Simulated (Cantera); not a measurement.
What does this Cantera script print?

```python
import numpy as np
import cantera as ct

gas_names = """
    C CH CH2 CH3 CH2OH CH3O CH4 CH3OH CO COS CO2 COOH CS CS2 C2 C2H CHCO,ketyl C2H2,acetylene
    C2H2,vinylidene CH2CO,ketene C2H3,vinyl CH3CO,acetyl C2H4 C2H4O,ethylen CH3CHO,ethanal CH3COOH
    (HCOOH)2 C2H5 C2H6 CH3OCH3 C2H5OH C2O C3 C3H3,propargyl C3H4,allene C3H4,propyne C3H4,cyclo-
    C3H5,allyl C3H6,propylene C3H6,cyclo- C3H6O C3H7,n-propyl C3H7,i-propyl C3H8 C3H8O,1propanol
    C3H8O,2propanol C3O2 C4 C4H2 C4H4,1,3-cyclo- C4H6,butadiene C4H6,2-butyne C4H6,cyclo- C4H8,1-butene
    C4H8,cis2-buten C4H8,tr2-butene C4H8,isobutene C4H8,cyclo- (CH3COOH)2 C4H9,n-butyl C4H9,i-butyl
    C4H9,s-butyl C4H9,t-butyl C4H10,isobutane C4H10,n-butane C5 C5H6,1,3cyclo- C5H8,cyclo-
    C5H10,1-pentene C5H10,cyclo- C5H11,pentyl C5H11,t-pentyl C5H12,n-pentane C5H12,i-pentane
    CH3C(CH3)2CH3 C6H2 C6H5,phenyl C6H5O,phenoxy C6H6 C6H5OH,phenol C6H10,cyclo- C6H12,1-hexene
    C6H12,cyclo- C6H13,n-hexyl C7H7,benzyl C7H8 C7H8O,cresol C7H14,1-heptene C7H15,n-heptyl
    C7H16,n-heptane C8H8,styrene C8H10,ethylbenz C8H16,1-octene C8H17,n-octyl C8H18,isooctane
    C8H18,n-octane C9H19,n-nonyl C10H8,naphthale C10H21,n-decyl C12H9,o-bipheny C12H10,bipheny H HCO HO2
    H2 HCHO,formaldehy HCOOH H2O H2O2 H2S H2SO4 Mg MgH MgO MgOH MgO2H2 MgS Mg2 O OH O2 O3 S SH SO SO2
    SO3 S2 S2O S8
""".split()
cond_names = """
    C(gr) C6H6(L) C7H8(L) C8H18(L),n-octa H2O(s) H2O(L) H2SO4(L) Mg(cr) Mg(L) MgCO3(s) MgO(s) MgO(L)
    MgO2H2(s) MgS(s) MgSO4(s) MgSO4(L) S(cr1) S(cr2) S(L)
""".split()


def load(file, names, dense=False):
    # The tables refer to 1 bar. Condensed volumes are neglected.
    table = {s.name: s for s in ct.Species.list_from_file(file)}
    out = []
    for n in names:
        d = dict(table[n].input_data)
        d["thermo"] = dict(d["thermo"], **{"reference-pressure": 1e5})
        if dense:
            d["equation-of-state"] = {"model": "constant-volume", "density": "1e6 g/cm^3"}
        out.append(ct.Species.from_dict(d))
    return out


gas = ct.Solution(thermo="ideal-gas", species=load("nasa_gas.yaml", gas_names))
cond = {s.name: ct.Solution(thermo="fixed-stoichiometry", species=[s], name=s.name)
        for s in load("nasa_condensed.yaml", cond_names, dense=True)}
atoms = {
    'MgO': {'Mg': 1, 'O': 1},
    'SO3': {'S': 1, 'O': 3},
    'CO2': {'C': 1, 'O': 2},
    'H2S': {'H': 2, 'S': 1},
}
top_T = {'C(gr)': 4500, 'MgS(s)': 2250}  # K; cautious upper limits of use, not melting points


def equilibrate(T, P, feed):
    n = {}
    for name, mol in feed.items():
        for a, k in atoms[name].items():
            n[a] = n.get(a, 0.0) + k * mol
    gas.TPX = T, P, n
    mass = sum(n.values()) * gas.mean_molecular_weight
    gas.equilibrate("TP")
    valid = [c for c in cond.values() if c.min_temp <= T <= top_T.get(c.name, c.max_temp)]
    mix = ct.Mixture([(gas, mass / gas.mean_molecular_weight)] + [(c, 0.0) for c in valid])
    mix.T, mix.P = T, P
    mix.equilibrate("TP", solver="gibbs", rtol=1e-10, max_steps=50000)
    return mix


results = []
feed = {'MgO': 1, 'SO3': 0.21, 'CO2': 0.13, 'H2S': 2}  # mol
P = 6800  # Pa
for T in [900, 975, 1050, 1125, 1200, 1275, 1350, 1425, 1500, 1575, 1650]:
    mix = equilibrate(T, P, feed)
    results.append((T, P, feed, dict(zip(mix.species_names, mix.species_moles))))

top = {s: max(r[3][s] / sum(r[3][g] for g in gas_names) for r in results) for s in gas_names}
cols = sorted((s for s in top if top[s] > 0.0001), key=lambda s: -top[s])[:7]
seen = [c for c in cond_names if any(r[3].get(c, 0) > 1e-12 for r in results)]
print("log10 of partial pressures in bar; condensed amounts in mol")
print(f"{'T/K':>10s}" + "".join(f"{s[:9]:>10s}" for s in cols + seen))
for T, P, feed, n in results:
    ng = sum(n[g] for g in gas_names)
    print(f"{T:10.4g}" + "".join(f"{np.log10(max(n[s] / ng * P / 1e5, 1e-99)):10.3f}" for s in cols)
          + "".join(f"{n.get(c, 0):10.4g}" for c in seen))
```

Output:

```
log10 of partial pressures in bar; condensed amounts in mol
       T/K       H2S        H2        S2       H2O       CO2        CO        SH    MgO(s)
       900    -1.448    -3.130    -1.943    -1.778    -2.483    -4.198    -6.056         1
       975    -1.467    -2.758    -1.924    -1.776    -2.510    -3.696    -5.528         1
      1050    -1.501    -2.463    -1.895    -1.774    -2.561    -3.320    -5.080         1
      1125    -1.552    -2.234    -1.857    -1.773    -2.640    -3.060    -4.699         1
      1200    -1.621    -2.061    -1.817    -1.774    -2.741    -2.891    -4.377         1
      1275    -1.705    -1.932    -1.780    -1.777    -2.853    -2.787    -4.103         1
      1350    -1.801    -1.837    -1.749    -1.783    -2.962    -2.723    -3.871         1
      1425    -1.904    -1.768    -1.725    -1.790    -3.064    -2.685    -3.673         1
      1500    -2.011    -1.717    -1.707    -1.799    -3.155    -2.660    -3.503         1
      1575    -2.118    -1.680    -1.695    -1.809    -3.235    -2.644    -3.355         1
      1650    -2.223    -1.652    -1.688    -1.820    -3.308    -2.633    -3.226         1
```

Method: chemical equilibrium by Gibbs-energy minimisation in Cantera with the NASA 1993 tables (ideal gas, pure condensed phases). Gases not in the tables: S3 to S7.
